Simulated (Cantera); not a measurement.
A Cantera script and what it prints.

```python
import numpy as np
import cantera as ct

gas_names = """
    N NO NO2 NO3 N2 N2O O O2 O3 Zr ZrN ZrO ZrO2
""".split()
cond_names = """
    Zr(a) Zr(b) Zr(L) ZrN(s) ZrN(L) ZrO2(a) ZrO2(b) ZrO2(L)
""".split()


def load(file, names, dense=False):
    # The tables refer to 1 bar. Condensed volumes are neglected.
    table = {s.name: s for s in ct.Species.list_from_file(file)}
    out = []
    for n in names:
        d = dict(table[n].input_data)
        d["thermo"] = dict(d["thermo"], **{"reference-pressure": 1e5})
        if dense:
            d["equation-of-state"] = {"model": "constant-volume", "density": "1e6 g/cm^3"}
        out.append(ct.Species.from_dict(d))
    return out


gas = ct.Solution(thermo="ideal-gas", species=load("nasa_gas.yaml", gas_names))
cond = {s.name: ct.Solution(thermo="fixed-stoichiometry", species=[s], name=s.name)
        for s in load("nasa_condensed.yaml", cond_names, dense=True)}
atoms = {
    'Zr': {'Zr': 1},
    'O2': {'O': 2},
    'N2': {'N': 2},
}
top_T = {}  # K; cautious upper limits of use, not melting points


def equilibrate(T, P, feed):
    n = {}
    for name, mol in feed.items():
        for a, k in atoms[name].items():
            n[a] = n.get(a, 0.0) + k * mol
    gas.TPX = T, P, n
    mass = sum(n.values()) * gas.mean_molecular_weight
    gas.equilibrate("TP")
    valid = [c for c in cond.values() if c.min_temp <= T <= top_T.get(c.name, c.max_temp)]
    mix = ct.Mixture([(gas, mass / gas.mean_molecular_weight)] + [(c, 0.0) for c in valid])
    mix.T, mix.P = T, P
    mix.equilibrate("TP", solver="vcs", rtol=1e-11, max_steps=5000)
    return mix


results = []
feed = {'Zr': 1, 'O2': 2.8, 'N2': 3.7}  # mol
P = 7900  # Pa
for T in [923, 1073, 1223, 1373, 1523, 1673, 1823]:
    mix = equilibrate(T, P, feed)
    results.append((T, P, feed, dict(zip(mix.species_names, mix.species_moles))))

top = {s: max(r[3][s] / sum(r[3][g] for g in gas_names) for r in results) for s in gas_names}
cols = sorted((s for s in top if top[s] > 0.001), key=lambda s: -top[s])[:9]
seen = [c for c in cond_names if any(r[3].get(c, 0) > 1e-12 for r in results)]
print("log10 of partial pressures in bar; condensed amounts in mol")
print(f"{'T/K':>10s}" + "".join(f"{s[:9]:>10s}" for s in cols + seen))
for T, P, feed, n in results:
    ng = sum(n[g] for g in gas_names)
    print(f"{T:10.4g}" + "".join(f"{np.log10(max(n[s] / ng * P / 1e5, 1e-99)):10.3f}" for s in cols)
          + "".join(f"{n.get(c, 0):10.4g}" for c in seen))
```

Result:

```
log10 of partial pressures in bar; condensed amounts in mol
       T/K        N2        O2        NO   ZrO2(a)   ZrO2(b)
       923    -1.275    -1.587    -5.943         1         0
      1073    -1.275    -1.588    -5.220         1         0
      1223    -1.275    -1.588    -4.674         1         0
      1373    -1.275    -1.588    -4.248         1         0
      1523    -1.275    -1.589    -3.905         0         1
      1673    -1.276    -1.590    -3.625         0         1
      1823    -1.276    -1.591    -3.391         0         1
```

These are equilibrium values from Cantera (NASA tables, ideal gas, pure condensed phases), not measurements of a reactor.
